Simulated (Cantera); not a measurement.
A Cantera script and its output.

```python
import numpy as np
import cantera as ct

gas = ct.Solution("gri30.yaml")
gas.TPX = 2150, 13332, {'NO': 1, 'N2': 3.3}
inlet = ct.Reservoir(gas, clone=True)

reactor = ct.IdealGasConstPressureReactor(gas, energy="off", clone=False)
exhaust = ct.Reservoir(gas, clone=True)
tau = [3.3, 0.92, 0.25, 0.069, 0.019, 0.0053, 0.0014, 0.0004, 0.00011][0]
for a, b in ((inlet, reactor), (reactor, exhaust)):
    ct.MassFlowController(a, b, mdot=lambda t: reactor.mass / tau)
net = ct.ReactorNet([reactor])
show = ['NO', 'N2O', 'O2', 'N2', 'O']

rows = []
print(f"{'tau/s':>10s}{'T/K':>9s}" + "".join(f"{s:>11s}" for s in show))
for tau in [3.3, 0.92, 0.25, 0.069, 0.019, 0.0053, 0.0014, 0.0004, 0.00011]:
    net.initial_time = 0.0
    net.advance(30 * tau)
    before = gas.X
    net.advance(40 * tau)
    drift = np.max(np.abs(gas.X - before) / (gas.X + 1e-9))
    rows.append([gas.T, *gas[show].X, drift])
    print(f"{tau:10.3e}{gas.T:9.1f}" + "".join(f"{x:11.3e}" for x in gas[show].X))
```

Output:

```
     tau/s      T/K         NO        N2O         O2         N2          O
 3.300e+00   2150.0  5.346e-02  1.233e-06  8.863e-02  8.563e-01  1.614e-03
 9.200e-01   2150.0  1.184e-01  5.739e-06  5.633e-02  8.239e-01  1.312e-03
 2.500e-01   2150.0  1.938e-01  1.644e-05  1.888e-02  7.864e-01  8.299e-04
 6.900e-02   2150.0  2.235e-01  2.289e-05  4.226e-03  7.717e-01  5.117e-04
 1.900e-02   2150.0  2.305e-01  2.414e-05  8.175e-04  7.683e-01  3.418e-04
 5.300e-03   2150.0  2.321e-01  2.200e-05  1.030e-04  7.676e-01  1.715e-04
 1.400e-03   2150.0  2.325e-01  1.489e-05  6.442e-06  7.675e-01  4.671e-05
 4.000e-04   2150.0  2.325e-01  6.931e-06  4.167e-07  7.674e-01  1.114e-05
 1.100e-04   2150.0  2.326e-01  2.326e-06  2.741e-08  7.674e-01  2.699e-06
```

Computed with Cantera and GRI-Mech 3.0 (53 species, 325 reactions).
